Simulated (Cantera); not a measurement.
An isothermal, constant-pressure homogeneous reactor starts with 37.0 % NH₃, 63.0 % N₂, at 1675 K and 750 Torr.

Computed with Cantera and the gas-phase N/H chemistry of the illustrative SiF4/NH3 mechanism in the Surface Chemkin manual (1991). Walls and surfaces, which speed up NH3 decomposition in real reactors, are not modelled.

One state of this run: x NH₃ = 0.238; x H₂ = 0.145; x H = 1.83e-5; x N₂H₄ = 6.20e-8; x N = 2.14e-8. x: mole fraction; the columns are a selection and need not sum to one.

Q: Which value of t (s) does it belong to?
A) 0.000200
B) 1.00
C) 0.0260
D) 0.00770

A: B, 1.00
